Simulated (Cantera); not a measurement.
Feed: 1 mol CHF3, a varied amount of H2, held at 1823 K and 338 Torr.

Cantera equilibrium calculation (NASA polynomials, part measured and part estimated; ideal gas, pure solids and liquids). Candidate condensed phases: C, C6H6, C7H8, C8H18; 95 gas species. Rates play no part.

At 1.1 mol H2, list the 3 most abundant gas species with their mole fractions, and the condensed phases.

HF 0.968, H2 0.0322, H 0.000116. Condensed: C(graphite).
